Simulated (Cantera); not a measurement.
What does this Cantera script print?

```python
import numpy as np
import cantera as ct

gas = ct.Solution("gri30.yaml")


def delay(T, t_max=10):
    gas.TPX = T, 4000000, {'C3H8': 1, 'O2': 8.33, 'N2': 29.2}
    reactor = ct.IdealGasReactor(gas, clone=False)
    net = ct.ReactorNet([reactor])
    net.rtol, net.atol = 1e-8, 1e-16
    while net.time < t_max:
        t_old, T_old = net.time, reactor.T
        net.step()
        if reactor.T > T + 400:  # ignition: a rise of 400 K
            return t_old + (T + 400 - T_old) / (reactor.T - T_old) * (net.time - t_old)
    return np.nan


taus = []
for T in [1298, 1398, 1498, 1598, 1698, 1798]:
    taus.append(delay(T))
    print(f"T0 = {T:6g} K   tau = {taus[-1]:.4e} s")
```

It prints:

```
T0 =   1298 K   tau = 1.0685e-04 s
T0 =   1398 K   tau = 2.7289e-05 s
T0 =   1498 K   tau = 8.3957e-06 s
T0 =   1598 K   tau = 3.1615e-06 s
T0 =   1698 K   tau = 1.4332e-06 s
T0 =   1798 K   tau = 7.5947e-07 s
```

Computed with Cantera and GRI-Mech 3.0 (53 species, 325 reactions). GRI-Mech 3.0 was tuned for natural gas; its chemistry of propane as a main component is partial and can be far from experiment. The pressure lies above the range GRI-Mech 3.0 was tuned for (to about 10 atm).
